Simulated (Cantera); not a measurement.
An isothermal, constant-pressure homogeneous reactor starts with NH3 : N2 = 1 : 23 (molar parts), at 2400 K and 0.0263 atm. Integrator tolerance rtol = 1e-08.

Computed with Cantera and the gas-phase N/H chemistry of the illustrative SiF4/NH3 mechanism in the Surface Chemkin manual (1991). Walls and surfaces, which speed up NH3 decomposition in real reactors, are not modelled.

Q: What does this change do: temperature 2400 to 1225 K?

A: 
| quantity | before | after |
|---|---|---|
| x(NH3) at 90.0 s | 3.20e-9 (gas-phase equilibrium 3.20e-9) | 0.0416 (gas-phase equilibrium 6.35e-8) |
| x(N2H2) at 90.0 s | <1e-12 (gas-phase equilibrium <1e-12) | 8.83e-9 (gas-phase equilibrium <1e-12) |
| x(NH) at 90.0 s | 3.99e-8 (gas-phase equilibrium 3.99e-8) | 1.87e-9 (gas-phase equilibrium <1e-12) |
| x(N2) at 90.0 s | 0.930 (gas-phase equilibrium 0.930) | 0.958 (gas-phase equilibrium 0.940) |
| x(H2) at 90.0 s | 0.0485 (gas-phase equilibrium 0.0485) | 3.85e-5 (gas-phase equilibrium 0.0600) |
| x(N) at 90.0 s | 6.55e-7 (gas-phase equilibrium 6.55e-7) | 1.91e-12 (gas-phase equilibrium <1e-12) |
| x(H) at 90.0 s | 0.0216 (gas-phase equilibrium 0.0216) | 1.02e-9 (gas-phase equilibrium 4.71e-7) |
